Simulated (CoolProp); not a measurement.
Vapour-liquid equilibrium of R22 (1) + C3F8 (R218) (2) at 0.339 MPa; x and y are mole fractions of (1).

Values from CoolProp's multi-fluid Helmholtz-energy mixture model, Kamei 1995 and Lemmon 2006; pair parameters Bell 2016.

Task: Give the bubble temperature and the first vapour's composition at x = 0.35, 0.5, 0.95. Is there an azeotrope?

Result: x = 0.35: 256.3 K, y = 0.489; x = 0.5: 255.3 K, y = 0.564; x = 0.95: 259.3 K, y = 0.875. y crosses x between x = 0.5 and 0.65: the model has an azeotrope there.

Pair parameters are fitted to limited data, so mixtures are less certain than the pure fluids.
